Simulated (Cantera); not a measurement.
# Equilibrium for nitride etching: BN + F2

A closed system holds: 1 mol BN, 9.2 mol F2, held at 713 Torr.

Cantera equilibrium calculation (NASA polynomials, part measured and part estimated; ideal gas, pure solids and liquids). Candidate condensed phases: B, BN; 13 gas species. Kinetics and transport are ignored.

```
T (K)  log p F  log p F2  log p BF3  log p NF3  log p N2  log p NF2  log p NF
-----  -------  --------  ---------  ---------  --------  ---------  --------
998      -1.10     -0.16      -0.98      -1.37     -1.52      -5.31      <-12
1073     -0.81     -0.19      -1.02      -1.83     -1.39      -5.15    -11.29
1148     -0.58     -0.26      -1.05      -2.33     -1.37      -5.10    -10.57
1223     -0.40     -0.37      -1.09      -2.86     -1.39      -5.12     -9.98
1298     -0.27     -0.52      -1.13      -3.41     -1.43      -5.20     -9.50
1373     -0.19     -0.71      -1.17      -4.00     -1.47      -5.33     -9.10
1448     -0.13     -0.93      -1.20      -4.59     -1.50      -5.50     -8.76
1523     -0.10     -1.16      -1.22      -5.18     -1.52      -5.68     -8.47
1598     -0.09     -1.40      -1.23      -5.73     -1.53      -5.87     -8.22
```
log p: log10 of the partial pressure in bar; nothing condenses.

From 998 K to 1598 K nothing is condensed. The main B-bearing gas is BF3 throughout.
